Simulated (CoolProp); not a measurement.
Dodecamethylpentasiloxane (MD3M) along the isobar 101 kPa: Z from the reference equation and from simpler models built on Tc = 354.9 °C, pc = 954.0 kPa, ω = 0.730; each cubic takes its own stable root.

Computed with CoolProp (reference Helmholtz-energy equation of state, Thol 2019).

| T (°C) | phase | reference | van der Waals | Redlich-Kwong | Soave-Redlich-Kwong | Peng-Robinson |
|---|---|---|---|---|---|---|
| 137.65 | liquid | 0.01499 | 0.9078 | 0.01867 | 0.01699 | 0.01509 |
| 155.75 | liquid | 0.01473 | 0.9172 | 0.01839 | 0.01663 | 0.01476 |
| 173.75 | liquid | 0.01452 | 0.9252 | 0.01821 | 0.01636 | 0.01450 |
| 191.75 | liquid | 0.01436 | 0.9321 | 0.9097 | 0.01617 | 0.01432 |
| 209.85 | liquid | 0.01425 | 0.9382 | 0.9195 | 0.01607 | 0.01421 |
| 227.85 | liquid | 0.01421 | 0.9435 | 0.9278 | 0.01608 | 0.01421 |
| 245.85 | gas | 0.9072 | 0.9482 | 0.9350 | 0.9198 | 0.9154 |
| 263.85 | gas | 0.9207 | 0.9524 | 0.9412 | 0.9298 | 0.9254 |

At some of these states van der Waals, Redlich-Kwong gives the other phase, because its saturation line lies elsewhere.
